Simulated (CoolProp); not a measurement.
The fluoroketone C6F12O (FK-5-1-12) along the isobar 0.514 MPa: fugacity coefficient from the reference equation and from simpler models built on Tc = 168.7 °C, pc = 1.869 MPa, ω = 0.471; each cubic takes its own stable root.

Values from CoolProp's reference Helmholtz-energy equation of state, McLinden 2015.

```json
[
 {"T (°C)": "94.55", "phase": "liquid", "reference": "0.6576"},
 {"T (°C)": "106.65", "phase": "gas", "reference": "0.8340"},
 {"T (°C)": "118.65", "phase": "gas", "reference": "0.8525"},
 {"T (°C)": "130.65", "phase": "gas", "reference": "0.8684"},
 {"T (°C)": "142.65", "phase": "gas", "reference": "0.8820"},
 {"T (°C)": "154.75", "phase": "gas", "reference": "0.8940"},
 {"T (°C)": "166.75", "phase": "gas", "reference": "0.9043"},
 {"T (°C)": "178.75", "phase": "gas", "reference": "0.9134"},
 {"T (°C)": "190.75", "phase": "gas", "reference": "0.9215"},
 {"T (°C)": "202.85", "phase": "gas", "reference": "0.9287"},
 {"T (°C)": "214.85", "phase": "gas", "reference": "0.9351"},
 {"T (°C)": "226.85", "phase": "gas", "reference": "0.9408"}
]
```

Problem. How far does each simpler model (van der Waals, Soave-Redlich-Kwong, Peng-Robinson) lie from the reference over these 12 states: mean and median of the absolute difference, and the worst?

Solution. 
- van der Waals: mean 4.6 %, median 1.8 %, worst +32.9 % at 94.55 °C and 0.514 MPa
- Soave-Redlich-Kwong: mean 0.5 %, median 0.3 %, worst +1.9 % at 94.55 °C and 0.514 MPa
- Peng-Robinson: mean 0.6 %, median 0.7 %, worst -0.8 % at 166.75 °C and 0.514 MPa

At some of these states van der Waals gives the other phase, because its saturation line lies elsewhere.
